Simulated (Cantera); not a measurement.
TiCl4 + H2O (titanium nitride, carbide and oxide coatings)

Charge: 1 mol TiCl4, 14 mol H2O, at 0.0100 bar.

These are equilibrium values from Cantera (NASA tables, ideal gas, pure condensed phases), not measurements of a reactor. Candidate condensed phases: H2O, Ti, TiCl2, TiCl3, TiCl4, TiO, TiO2, Ti2O3, Ti3O5, Ti4O7; 23 gas species. Equilibrium is a limit: real reactors are often held back by kinetics, nucleation or transport.

```csv
T (K),log p H2O,log p HCl,log p H2,log p Cl,log p OH,log p O2,log p H,n TiO2(rutile)
1525,-2.13,-2.60,-4.90,-4.87,-5.81,-5.60,-7.08,1.00
1600,-2.13,-2.61,-4.65,-4.65,-5.47,-5.31,-6.59,1.00
1675,-2.13,-2.61,-4.41,-4.45,-5.17,-5.05,-6.14,1.00
1750,-2.13,-2.61,-4.20,-4.26,-4.90,-4.82,-5.73,1.000
1825,-2.13,-2.62,-4.00,-4.09,-4.64,-4.60,-5.36,1.000
1900,-2.14,-2.63,-3.82,-3.94,-4.41,-4.41,-5.01,1.000
1975,-2.14,-2.64,-3.65,-3.80,-4.20,-4.23,-4.69,1.000
2050,-2.15,-2.65,-3.50,-3.68,-4.01,-4.06,-4.39,0.999
2125,-2.17,-2.67,-3.36,-3.56,-3.83,-3.92,-4.12,0.997
```
log p: log10 of the partial pressure in bar; n: condensed amount in mol.

From 1525 K to 2125 K the condensed part is TiO2(rutile).
